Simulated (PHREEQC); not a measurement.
Dissolve 5.8 mol NaBr and 0.96 mol Na2SO4 per kg of water at 25 °C. Closed to the air; pH follows from the charge balance.

Model: Pitzer model, pitzer.dat, run in PHREEQC.

| Quantity | Value |
|---|---|
| ionic strength | 8.68 mol/kgw |
| activity of water | 0.696 |
| density | 1.448 g/cm³ |
| osmotic coefficient | 1.387 |

```csv
species,molality,activity,log γ
Na+,7.72,16.4,0.327
Br-,5.80,5.15,-0.052
SO4-2,0.960,0.00374,-2.410
OH-,2.05e-7,3.50e-8,-0.768
HSO4-,1.87e-7,7.18e-8,-0.415
H+,1.83e-8,2.02e-7,1.042
```

Precipitation was switched off in this run. Examples of supersaturated solids here: Thenardite. Others may be too.
